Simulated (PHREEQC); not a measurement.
Synthetic water in mg/L, 20 °C, pH 6.87, pe 10.6: Na 6.5; K 0.0437; Ca 6.01; Mg 5.79; Cl 8.19; S(6) as SO4 15; Alkalinity as HCO3 31.1; Li 0.14.

Cl is adjusted to close the charge balance.
Valence states are taken as typed.

Computed with PHREEQC (ion-association model, phreeqc.dat).

Precipitation was switched off in this run.

Q: Estimate the specific conductance.

A: specific conductance 104 µS/cm.

Q: In which forms is Mg present?

A: Mg+2 97 %, MgSO4 2.1 % of the Mg.
